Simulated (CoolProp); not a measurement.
Vapour-liquid equilibrium of R22 (1) + R114 (2) at 324.2 K; x and y are mole fractions of (1).

The numbers come from the multi-fluid Helmholtz-energy mixture model, Kamei 1995 and Platzer 1990; pair parameters Bell 2016 in CoolProp. This equation is an older, rougher fit; its heat capacities, sound speeds and derivatives of the liquid may be far off and weren't checked against measurements.

Task: Give the bubble pressure and the first vapour's composition at x = 0.05, 0.65, 0.8. Is there an azeotrope?

Result: x = 0.05: 0.5714 MPa, y = 0.209; x = 0.65: 1.481 MPa, y = 0.827; x = 0.8: 1.690 MPa, y = 0.903. No azeotrope shows between x = 0.05 and 0.95.

Pair parameters are fitted to limited data, so mixtures are less certain than the pure fluids.
